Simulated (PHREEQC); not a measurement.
Solution (25 °C): 0.011 mol HF, 4.5e-05 mol NH4F and 0.0012 mol (NH4)2SiF6 per kg of water. Closed to the air; pH follows from the charge balance.

Computed with PHREEQC (ion-association model, wateq4f.dat).

| quantity | before | after |
|---|---|---|
| pH | 2.63 | 3.03 |
| ionic strength (mol/kgw) | 0.00617 | 0.00163 |
| HF (mol/kgw) | 0.00806 | 0.00151 |
| F- (mol/kgw) | 0.00250 | 0.00113 |
| H2F2 (mol/kgw) | 0.000169 | 5.95e-6 |
| HF2- (mol/kgw) | 7.73e-5 | 6.54e-6 |

Q: Name the change that produced these shifts.
A) temperature from 25 to 5 °C
B) (NH4)2SiF6 replaced by H4SiO4 at the same molality
C) diluted 5-fold with water
D) (NH4)2SiF6 replaced by NH4HCO3 at the same molality
E) HF replaced by KHF2 at the same molality

A: C, diluted 5-fold with water

This is a speciation only: nothing precipitates in the calculation. SiF6-2 is the database's only silicon fluoride.
